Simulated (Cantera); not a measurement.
An adiabatic, constant-volume homogeneous reactor starts with 11.2 % CH4, 18.7 % O2, 70.1 % N2, at 1673 K and 22000 Pa.

Detailed kinetics in Cantera: GRI-Mech 3.0 (53 species, 325 reactions).

Question: Predict: time of steepest temperature rise; temperature at 0.100 s; equilibrium temperature; x(O2) at 0.100 s; x(O) at 0.100 s; x(H2) at 0.100 s.

Answer: time of steepest temperature rise: 0.985 ms
temperature at 0.100 s: 2825 K
equilibrium temperature: 2825 K
x(O2) at 0.100 s: 0.0138 (gas-phase equilibrium 0.0138)
x(O) at 0.100 s: 0.0111 (gas-phase equilibrium 0.0111)
x(H2) at 0.100 s: 0.0427 (gas-phase equilibrium 0.0427)
